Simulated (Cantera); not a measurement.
**Catalytic combustion on Pt**

An isothermal plug-flow reactor at 650 K and 3750 Torr (inlet), inlet velocity 1.4 m/s, active area per volume 1200 1/m; feed 4.40 % H2, 1.55 % O2, 94.0 % N2.

Detailed kinetics in Cantera: Deutschmann's 1995 Pt surface mechanism with GRI-Mech 3.0 gas chemistry. Catalytic surfaces can have several steady states; this one follows from the mechanism file's or the stated starting coverage. Mass transfer to the wall is taken as infinitely fast.

```json
[
 {"z (m)": "0.00025", "x H2": "0.0228", "x O2": "0.00477", "x H2O": "0.0217", "θ free Pt": "0.807", "θ H*": "0.192"},
 {"z (m)": "0.00053", "x H2": "0.0155", "x O2": "0.00111", "x H2O": "0.0292", "θ free Pt": "0.830", "θ H*": "0.168"},
 {"z (m)": "0.0011", "x H2": "0.0134", "x O2": "5.03e-5", "x H2O": "0.0313", "θ free Pt": "0.837", "θ H*": "0.160"},
 {"z (m)": "0.0025", "x H2": "0.0133", "x O2": "2.41e-8", "x H2O": "0.0314", "θ free Pt": "0.838", "θ H*": "0.160"},
 {"z (m)": "0.0053", "x H2": "0.0133", "x O2": "<1e-12", "x H2O": "0.0314", "θ free Pt": "0.838", "θ H*": "0.160"},
 {"z (m)": "0.011", "x H2": "0.0133", "x O2": "<1e-12", "x H2O": "0.0314", "θ free Pt": "0.838", "θ H*": "0.160"},
 {"z (m)": "0.025", "x H2": "0.0133", "x O2": "<1e-12", "x H2O": "0.0314", "θ free Pt": "0.838", "θ H*": "0.160"}
]
```
x: gas mole fraction; θ: surface coverage.
